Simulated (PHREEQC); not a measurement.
Solution (25 °C): 0.034 mol Cu(BF4)2, 0.0035 mol HBF4 and 0.00072 mol KCl per kg of water. Closed to the air; pH follows from the charge balance.

Model: ion-association model, wateq4f.dat, run in PHREEQC.

| quantity | before | after |
|---|---|---|
| pH | 2.44 | 2.50 |
| ionic strength (mol/kgw) | 0.106 | 0.105 |
| BF4- (mol/kgw) | 0.0663 | 0.0645 |
| HF (mol/kgw) | 0.00737 | 0.0119 |
| BF3OH- (mol/kgw) | 0.00323 | 0.00356 |
| F- (mol/kgw) | 0.00183 | 0.00195 |

Problem. What was changed between the two runs?
A) temperature from 25 to 55 °C
B) diluted 5-fold with water
C) Cu(BF4)2 replaced by NaBF4 at the same molality
D) diluted 100-fold with water

Solution. A, temperature from 25 to 55 °C

No solid was allowed to form. Constants without temperature data keep their 25 °C values here. Real BF4- forms and hydrolyses slowly; the run takes it at equilibrium.
